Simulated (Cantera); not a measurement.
An isothermal, constant-pressure homogeneous reactor starts with 14.3 % CH4, 85.7 % H2, at 1650 K and 0.0128 atm.

Model: GRI-Mech 3.0 (53 species, 325 reactions), integrated in Cantera. GRI-Mech 3.0 stops at C3 and has no aromatics, soot or wall deposition, so with more carbon than oxygen in the feed, carbon stays in small species such as C2H2 where larger ones or solid carbon would form. Radical loss at walls, strong at low pressure, is not modelled.

One state of this run: x CH4 = 0.000809; x H2 = 0.936; x C2H6 = 3.19e-9; x H = 0.000776; x C2H2 = 0.0621. x: mole fraction; the columns are a selection and need not sum to one.

Q: Which value of t (s) does it belong to?
(A) 0.00632
(B) 63.2
(C) 0.200
(D) 0.0200

A: B, 63.2
